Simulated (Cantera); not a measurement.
# Abatement and gas-phase synthesis: H2S + H2

Feed: 1 mol H2S, 3.5 mol H2, equilibrated at 0.210 bar.

These are equilibrium values from Cantera (NASA tables, ideal gas, pure condensed phases), not measurements of a reactor. Candidate condensed phases: S; 7 gas species. Gases not in the tables: S3 to S7. The numbers say what is thermodynamically allowed, not how fast it happens.

| T (°C) | x H2 | x H | x H2S | x S | x S2 | x SH |
|---|---|---|---|---|---|---|
| 375 | 0.778 | <1e-12 | 0.222 | <1e-12 | 1.88e-10 | 7.46e-11 |
| 575 | 0.778 | 3.66e-11 | 0.222 | <1e-12 | 4.42e-7 | 9.61e-8 |
| 775 | 0.778 | 1.49e-8 | 0.222 | 3.74e-10 | 5.67e-5 | 8.21e-6 |
| 975 | 0.780 | 9.00e-7 | 0.219 | 1.03e-7 | 0.00151 | 0.000167 |
| 1175 | 0.793 | 1.79e-5 | 0.193 | 5.34e-6 | 0.0126 | 0.00131 |
| 1375 | 0.823 | 0.000176 | 0.136 | 8.09e-5 | 0.0364 | 0.00478 |
| 1575 | 0.847 | 0.00106 | 0.0849 | 0.000560 | 0.0560 | 0.0108 |
| 1775 | 0.856 | 0.00452 | 0.0522 | 0.00242 | 0.0655 | 0.0188 |
| 1975 | 0.851 | 0.0148 | 0.0326 | 0.00760 | 0.0665 | 0.0277 |
| 2175 | 0.825 | 0.0395 | 0.0203 | 0.0188 | 0.0606 | 0.0359 |
| 2375 | 0.771 | 0.0891 | 0.0122 | 0.0380 | 0.0487 | 0.0409 |
| 2575 | 0.682 | 0.174 | 0.00669 | 0.0632 | 0.0334 | 0.0402 |
| 2775 | 0.559 | 0.298 | 0.00321 | 0.0872 | 0.0189 | 0.0335 |
| 2975 | 0.415 | 0.449 | 0.00132 | 0.102 | 0.00895 | 0.0237 |
x: gas mole fraction; nothing condenses.

From 375 °C to 2975 °C nothing is condensed.
